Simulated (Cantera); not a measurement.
A closed system holds: 1 mol Fe(CO)5, 7.7 mol CO, 4.8 mol H2, held at 1300 K and 133 Pa.

Equilibrium computed with Cantera from the NASA thermochemical tables; the gas is ideal and each condensed phase is pure. Candidate condensed phases: C, C6H6, C7H8, C8H18, Fe, Fe(CO)5, FeO, Fe(OH)2, Fe(OH)3, Fe2O3, Fe3O4, H2O; 114 gas species. Rates play no part.

Base state: CO 0.726, H2 0.274, H 1.59e-5 (mole fractions); condensed: Fe(γ).

Question: What changes in the equilibrium state with this change: temperature from 1300 K to 948.15 K?

Answer: 
| species | before | after |
|---|---|---|
| CO | 0.726 | 0.724 |
| H2 | 0.274 | 0.274 |
| CO2 | 3.63e-6 | 0.00122 |
| H2O | 2.42e-6 | 0.000256 |
| H | 1.59e-5 | 7.56e-9 |
| CH4 | 7.89e-7 | 1.72e-5 |
| Fe(γ), mol | 1.000 | 0 |
| C(graphite), mol | 0 | 0.0255 |
| Fe(α), mol | 0 | 1.00 |
Condensed phases not in the tables: cementite and carbon dissolved in iron.
